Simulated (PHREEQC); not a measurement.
Consider water at 25 °C with 0.0066 mol/kgw H3BO3, 0.073 mol/kgw KOH and 0.013 mol/kgw LiCl. Closed to the air; pH follows from the charge balance.

The numbers come from PHREEQC with the ion-association model, phreeqc.dat.

```
quantity              before    after
-------------------  -------  -------
pH                     12.71    13.37
H3BO3 (mol/kgw)      1.75e-6  3.27e-7
SI of Sylvite (KCl)    -4.14    -3.58
```

Task: What was changed between the two runs?
A. diluted 5-fold with water
B. temperature from 25 to 10 °C
C. H3BO3 from 0.0066 to 0.00066 mol/kgw
D. KOH from 0.073 to 0.365 mol/kgw
E. diluted 100-fold with water

Result: D, KOH from 0.073 to 0.365 mol/kgw

No solid was allowed to form.
